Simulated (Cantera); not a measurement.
Feed: 1 mol SiHCl₃, 0.88 mol C₂H₂, 400 mol H₂, at 1425 K and 1.40 mbar.

Cantera equilibrium calculation (NASA polynomials, part measured and part estimated; ideal gas, pure solids and liquids). Candidate condensed phases: C, C₆H₆, C₇H₈, C₈H₁₈, Si, SiC; 109 gas species. Kinetics and transport are ignored.

Base state: H₂ 0.992, HCl 0.00744, H 0.000182 (mole fractions); condensed: C(graphite) + SiC(s).

**Question.** What changes in the equilibrium state with this change: temperature from 1425 K to 1800 K?

**Answer.** 
| species | before | after |
|---|---|---|
| H₂ | 0.992 | 0.983 |
| H | 0.000182 | 0.00949 |
| HCl | 0.00744 | 0.00735 |
| C₂H₂ (acetylene) | 3.50e-6 | 0.000172 |
| Si | 6.16e-9 | 5.46e-5 |
| Cl | 1.12e-6 | 5.43e-5 |
| C(graphite), mol | 0.755 | 0.645 |
| SiC(s), mol | 1.000 | 0.974 |
